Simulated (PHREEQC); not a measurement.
A solution holds 74 mmol/kgw Ca(NO3)2, at 20 °C. Closed to the air; pH follows from the charge balance.

Equilibrium calculation in PHREEQC: ion-association model, phreeqc.dat.

ionic strength: 0.222 mol/kgw
specific conductance: 12100 µS/cm
density: 1.007 g/cm³

| species | molality | activity | log γ |
|---|---|---|---|
| NO3- | 0.148 | 0.102 | -0.163 |
| Ca+2 | 0.0740 | 0.0233 | -0.501 |
| H+ | 1.37e-7 | 1.09e-7 | -0.100 |
| OH- | 8.94e-8 | 6.26e-8 | -0.155 |
| CaOH+ | 4.76e-8 | 3.54e-8 | -0.128 |

No solid was allowed to form.
